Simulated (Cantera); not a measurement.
# Adiabatic ignition

An adiabatic, constant-pressure homogeneous reactor starts with CH₄ : CO : O₂ : N₂ : CO₂ = 1 : 0.18 : 1.9 : 7.14 : 0.56 (molar parts), equivalence ratio 1.1, at 1175 K and 99000 Pa.

Model: GRI-Mech 3.0 (53 species, 325 reactions), integrated in Cantera.

```
t (s)     T (K)   x CH₄    x CO     x O₂     x H₂O    x C₂H₄      x OH
--------  -----  ------  ------  -------  --------  --------  --------
2.00e-6    1175  0.0928  0.0167    0.176  7.38e-11    <1e-12  3.62e-11
5.40e-6    1175  0.0928  0.0167    0.176  3.89e-10    <1e-12  5.03e-11
1.46e-5    1175  0.0928  0.0167    0.176   1.38e-9    <1e-12  5.59e-11
3.94e-5    1175  0.0928  0.0167    0.176   4.51e-9    <1e-12  6.95e-11
0.000106   1175  0.0928  0.0167    0.176   1.65e-8    <1e-12  1.09e-10
0.000287   1175  0.0928  0.0167    0.176   7.77e-8  6.71e-12  2.30e-10
0.000775   1175  0.0928  0.0167    0.176   4.90e-7  2.06e-10  6.20e-10
0.00209    1175  0.0928  0.0167    0.176   3.69e-6   7.52e-9   1.78e-9
0.00565    1175  0.0927  0.0167    0.176   2.34e-5   1.32e-7   3.34e-9
0.0152     1176  0.0926  0.0167    0.176  0.000106   9.42e-7   5.23e-9
0.0412     1179  0.0920  0.0167    0.176  0.000606   1.05e-5   1.52e-8
0.111      2550  <1e-12  0.0513  0.00983     0.161    <1e-12    0.0100
0.300      2550  <1e-12  0.0513  0.00978     0.161    <1e-12   0.00998
```
x: mole fraction; the columns are a selection and need not sum to one.

```
Item                                                                Result
---------------------------------  ---------------------------------------
time of steepest temperature rise                                  88.1 ms
temperature at 0.300 s                                              2550 K
equilibrium temperature                                             2550 K
x(CH₄) at 0.300 s                    <1e-12 (gas-phase equilibrium <1e-12)
x(CO) at 0.300 s                     0.0513 (gas-phase equilibrium 0.0513)
x(O₂) at 0.300 s                   0.00978 (gas-phase equilibrium 0.00978)
```
